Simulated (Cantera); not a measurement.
Feed: 1 mol C₂H₅OH, a varied amount of H₂O, equilibrated at 975 °C and 93.0 bar.

Cantera equilibrium calculation (NASA polynomials, part measured and part estimated; ideal gas, pure solids and liquids). Candidate condensed phases: C, C₆H₆, C₇H₈, C₈H₁₈, H₂O; 110 gas species. The ideal-gas law is rough above about 30 bar. Kinetics and transport are ignored.

Question: Which condensed phases are stable at each of these points (n(H₂O) (mol)): 0.22, 0.26, 0.3, 0.36, 0.43, 0.51, 0.61, 0.72, 0.85, 1, 1.2, 1.4, 1.7?

Answer: 
| n(H₂O) (mol) | condensed phases | C condensed (%) |
|---|---|---|
| 0.22 | C(graphite) | 29.9 |
| 0.26 | C(graphite) | 28.4 |
| 0.3 | C(graphite) | 26.9 |
| 0.36 | C(graphite) | 24.7 |
| 0.43 | C(graphite) | 22.1 |
| 0.51 | C(graphite) | 19.0 |
| 0.61 | C(graphite) | 15.3 |
| 0.72 | C(graphite) | 11.1 |
| 0.85 | C(graphite) | 6.2 |
| 1 | C(graphite) | 0.4 |
| 1.2 | gas only | 0.0 |
| 1.4 | gas only | 0.0 |
| 1.7 | gas only | 0.0 |

From 0.22 mol H₂O to 1 mol H₂O the condensed part is C(graphite). From 1.2 mol H₂O to 1.7 mol H₂O nothing is condensed.
